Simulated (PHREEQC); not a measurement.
Model water analysis in mg/kgw, 20 °C, pH 6.61, pe 0.6: Na 0.433; K 0.0152; Ca 1.58; Mg 0.63; Cl 0.097; S(6) as SO4 1.42; Alkalinity as HCO3 7.05; Zn 0.22; Ba 0.0237; Mn(2) 0.0118.

Valence states are taken as typed.

Computed with PHREEQC (ion-association model, phreeqc.dat).

This is a speciation only: nothing precipitates in the calculation.

**Question.** Predict the charge-balance error.

**Answer.** charge-balance error 3.1 %.

**Question.** In which forms is Zn present?

**Answer.** Zn+2 98 %, ZnHCO3+ 1.3 % of the Zn.

Species that the database lacks are ignored.
